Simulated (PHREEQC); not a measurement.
A solution holds 0.033 mol/kgw Pb(NO3)2, 0.17 mol/kgw MgSO4 and 0.00039 mol/kgw NaCl, at 25 °C. Closed to the air; pH follows from the charge balance.

Computed with PHREEQC (ion-association model, phreeqc.dat).

Precipitation was switched off in this run.

### Question
Order these S species by the share of S that they hold, largest first: SO4-2, Pb(SO4)2-2, MgSO4, PbSO4.

### Answer
MgSO4 (48 %), SO4-2 (35 %), PbSO4 (10 %), Pb(SO4)2-2 (5.8 %)

The pH is 5.24 and the ionic strength 0.356 mol/kgw. The solution is supersaturated, for example in Anglesite, so a real one may precipitate; this is no full list.
